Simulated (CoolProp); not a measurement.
Vapour-liquid equilibrium of dimethyl ether (1) + n-pentane (2) at 276.6 K; x and y are mole fractions of (1).

Values from CoolProp's multi-fluid Helmholtz-energy mixture model, Wu 2011 and Thol 2019; pair parameters Bell 2016.

```json
[
 {"x": "0.05", "bubble pressure (MPa)": "0.03751", "y at the bubble point": "0.276", "dew pressure at overall composition x (MPa)": "0.02982", "liquid density (mol/L)": "9.108"},
 {"x": "0.125", "bubble pressure (MPa)": "0.05715", "y at the bubble point": "0.566", "dew pressure at overall composition x (MPa)": "0.03198", "liquid density (mol/L)": "9.428"},
 {"x": "0.2", "bubble pressure (MPa)": "0.08293", "y at the bubble point": "0.731", "dew pressure at overall composition x (MPa)": "0.03449", "liquid density (mol/L)": "9.761"},
 {"x": "0.275", "bubble pressure (MPa)": "0.1122", "y at the bubble point": "0.822", "dew pressure at overall composition x (MPa)": "0.03747", "liquid density (mol/L)": "10.11"},
 {"x": "0.35", "bubble pressure (MPa)": "0.1421", "y at the bubble point": "0.875", "dew pressure at overall composition x (MPa)": "0.04106", "liquid density (mol/L)": "10.47"},
 {"x": "0.425", "bubble pressure (MPa)": "0.1699", "y at the bubble point": "0.907", "dew pressure at overall composition x (MPa)": "0.04545", "liquid density (mol/L)": "10.86"},
 {"x": "0.5", "bubble pressure (MPa)": "0.1942", "y at the bubble point": "0.927", "dew pressure at overall composition x (MPa)": "0.05097", "liquid density (mol/L)": "11.27"},
 {"x": "0.575", "bubble pressure (MPa)": "0.2146", "y at the bubble point": "0.941", "dew pressure at overall composition x (MPa)": "0.05812", "liquid density (mol/L)": "11.71"},
 {"x": "0.65", "bubble pressure (MPa)": "0.2315", "y at the bubble point": "0.952", "dew pressure at overall composition x (MPa)": "0.06778", "liquid density (mol/L)": "12.18"},
 {"x": "0.725", "bubble pressure (MPa)": "0.2460", "y at the bubble point": "0.961", "dew pressure at overall composition x (MPa)": "0.08163", "liquid density (mol/L)": "12.70"},
 {"x": "0.8", "bubble pressure (MPa)": "0.2594", "y at the bubble point": "0.969", "dew pressure at overall composition x (MPa)": "0.1033", "liquid density (mol/L)": "13.26"},
 {"x": "0.875", "bubble pressure (MPa)": "0.2732", "y at the bubble point": "0.978", "dew pressure at overall composition x (MPa)": "0.1422", "liquid density (mol/L)": "13.88"},
 {"x": "0.95", "bubble pressure (MPa)": "0.2886", "y at the bubble point": "0.990", "dew pressure at overall composition x (MPa)": "0.2283", "liquid density (mol/L)": "14.57"}
]
```

No azeotrope shows between x = 0.05 and 0.95.

Pair parameters are fitted to limited data, so mixtures are less certain than the pure fluids. The gap from Raoult's law changes sign with composition, which may be real or a fault of the pair parameters; it wasn't checked against measurements.
